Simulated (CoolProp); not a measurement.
Saturation properties of hexamethyldisiloxane (MM) (Tc = 518.7 K, pc = 19.31 bar, ω = 0.418).

Model: reference Helmholtz-energy equation of state, Thol 2016, in CoolProp.

| T (K) | p (bar) | vapour density (kg/m³) |
|---|---|---|
| 335.4 | 0.2853 | 1.705 |
| 345.4 | 0.4108 | 2.403 |
| 355.4 | 0.5769 | 3.311 |
| 365.4 | 0.7921 | … |
| 375.5 | … | 5.949 |
| 385.5 | 1.411 | 7.770 |
| 395.5 | 1.832 | 10.01 |
| 405.5 | 2.344 | … |

Task: Complete the blanks.

Result: 
- 365.4, vapour density (kg/m³): 4.472
- 375.5, p (bar): 1.069
- 405.5, vapour density (kg/m³): 12.75

It boils at 373.7 K under 1 atm.
